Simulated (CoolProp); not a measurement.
Computed with CoolProp (reference Helmholtz-energy equation of state, Aleksandrov 2011). It is a short technical equation, of lower accuracy than the large ones.

Problem. For n-undecane, give the phase and the cv (kJ/(kg K)), Joule-Thomson coefficient (K/MPa) at 346.85 °C and 4.52 bar; 346.85 °C and 8.14 bar; 346.85 °C and 9.95 bar.

Solution. 
- 346.85 °C and 4.52 bar: gas; cv 2.88, Joule-Thomson coefficient 10.7
- 346.85 °C and 8.14 bar: gas; cv 2.91, Joule-Thomson coefficient 12.9
- 346.85 °C and 9.95 bar: gas; cv 2.93, Joule-Thomson coefficient 14.5
